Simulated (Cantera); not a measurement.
Input (Python, Cantera) and output of one run.

```python
import numpy as np
import cantera as ct

gas_names = [...]  # 95 gases of nasa_gas.yaml made of C, F, H
cond_names = """
    C(gr) C6H6(L) C7H8(L) C8H18(L),n-octa
""".split()


# ... load() reads the species with a 1 bar reference pressure and builds the phases ...
atoms = {
    'c-C4F8': {'C': 4, 'F': 8},
    'F2': {'F': 2},
    'H2': {'H': 2},
    'CH4': {'C': 1, 'H': 4},
}
top_T = {'C(gr)': 4500}  # K; cautious upper limits of use, not melting points


# ... equilibrate(T, P, feed) seeds the gas with the atoms and calls Mixture.equilibrate('TP', solver="vcs", rtol=1e-11, max_steps=5000) ...
results = []
feed = {'c-C4F8': 1, 'F2': 0.22, 'H2': 2.4, 'CH4': 0.062}  # mol
T = 1925  # K
P = 133.322  # Pa
mix = equilibrate(T, P, feed)
results.append((T, P, feed, dict(zip(mix.species_names, mix.species_moles))))
print(gas.report(threshold=1e-06))
for i in range(1, mix.n_phases):
    print(f"{mix.phase(i).name:16s} {mix.phase_moles(i):12.5e} mol")
```

It prints:

```
       temperature   1925 K
          pressure   133.32 Pa
           density   0.00023522 kg/m^3
  mean mol. weight   28.238 kg/kmol
   phase of matter   gas

                          1 kg             1 kmol
                     ---------------   ---------------
          enthalpy       -9.0712e+06       -2.5615e+08  J
   internal energy        -9.638e+06       -2.7216e+08  J
           entropy             11143        3.1466e+05  J/K
    Gibbs function       -3.0522e+07       -8.6188e+08  J
 heat capacity c_p            1469.5             41496  J/K
 heat capacity c_v            1175.1             33182  J/K

                      mass frac. Y      mole frac. X     chem. pot. / RT
                     ---------------   ---------------   ---------------
                CF        0.00014954        0.00013618           -29.268
               CF2          0.088904          0.050201           -55.852
               CF3         0.0038508         0.0015758           -82.437
               CF4           0.30663          0.098387           -109.02
                 F          0.029029          0.043147           -26.584
                 H        1.3705e-07        3.8394e-06           -21.817
                HF           0.57143           0.80655           -48.401
     [  +88 minor]        3.8753e-06        1.4983e-06

C(gr)             3.12129e+00 mol
```

These are equilibrium values from Cantera (NASA tables, ideal gas, pure condensed phases), not measurements of a reactor. The feed counts by its element totals alone. Gases not in the tables: C2F6 and larger saturated fluorocarbons.
